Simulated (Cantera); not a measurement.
A perfectly stirred reactor is fed with CH₄ : C₂H₆ : C₃H₈ : O₂ : N₂ = 1 : 0.55 : 0.29 : 13.1 : 49.3 (molar parts), equivalence ratio 0.41, at 100000 Pa; it is adiabatic with a 775 K inlet, and is followed from long to short residence time, starting on the burning branch (τ in s: 0.029, 0.015, 0.0082, 0.0043, 0.0023, 0.0012, 0.00064, 0.00034, 0.00018, 9.5e-05, 5e-05, 2.6e-05).

Detailed kinetics in Cantera: GRI-Mech 3.0 (53 species, 325 reactions). GRI-Mech 3.0 was tuned for natural gas; its chemistry of propane as a main component is partial and can be far from experiment.

Q: Predict: blow-out, bracketed by the residence times tried; x(CH₄) at τ = 29.0 ms; x(C₂H₆) at τ = 29.0 ms; x(C₃H₈) at τ = 29.0 ms; x(C₂H₄) at τ = 29.0 ms; x(O₂) at τ = 29.0 ms; x(CH₄) at τ = 0.640 ms; x(C₂H₆) at τ = 0.640 ms; x(C₃H₈) at τ = 0.640 ms; x(C₂H₄) at τ = 0.640 ms; x(O₂) at τ = 0.640 ms.

A: blow-out, bracketed by the residence times tried: burning at 0.180 ms, out at 95.0 µs
x(CH₄) at τ = 29.0 ms: 8.36e-6
x(C₂H₆) at τ = 29.0 ms: 1.17e-6
x(C₃H₈) at τ = 29.0 ms: 6.27e-7
x(C₂H₄) at τ = 29.0 ms: 4.71e-6
x(O₂) at τ = 29.0 ms: 0.119
x(CH₄) at τ = 0.640 ms: 0.000123
x(C₂H₆) at τ = 0.640 ms: 1.66e-5
x(C₃H₈) at τ = 0.640 ms: 8.46e-6
x(C₂H₄) at τ = 0.640 ms: 2.84e-5
x(O₂) at τ = 0.640 ms: 0.122
